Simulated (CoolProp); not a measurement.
Properties of R236FA along the isotherm 126.85 °C (Tc = 124.9 °C, pc = 3191 kPa, ω = 0.377).

Model: reference Helmholtz-energy equation of state, Pan 2012, in CoolProp.

```tsv
p (kPa)	phase	isothermal compressibility (1/MPa)	fugacity coefficient
598	gas	1.798	0.9366
1200	gas	0.9866	0.8741
1790	gas	0.7579	0.8136
2390	gas	0.7150	0.7519
2990	gas	1.006	0.6881
3590	supercritical	0.2966	0.6102
4190	supercritical	0.1011	0.5404
4790	supercritical	0.06263	0.4875
```
